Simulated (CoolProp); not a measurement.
Vapour-liquid equilibrium of ethane (1) + hydrogen sulfide (2) at -33.35 °C; x and y are mole fractions of (1).

The numbers come from the multi-fluid Helmholtz-energy mixture model, Bücker 2006 and Lemmon 2006; pair parameters Kunz 2012 in CoolProp.

Question: Give the bubble pressure and the first vapour's composition at x = 0.35, 0.425, 0.5. Is there an azeotrope?

Answer: x = 0.35: 844.7 kPa, y = 0.659; x = 0.425: 873.1 kPa, y = 0.682; x = 0.5: 896.8 kPa, y = 0.703. y crosses x between x = 0.875 and 0.95: the model has an azeotrope there.

The pair parameters rest on a limited set of measurements; away from them the model extrapolates. With so large a gap from Raoult's law the liquid may split in two, which this calculation doesn't test in full.
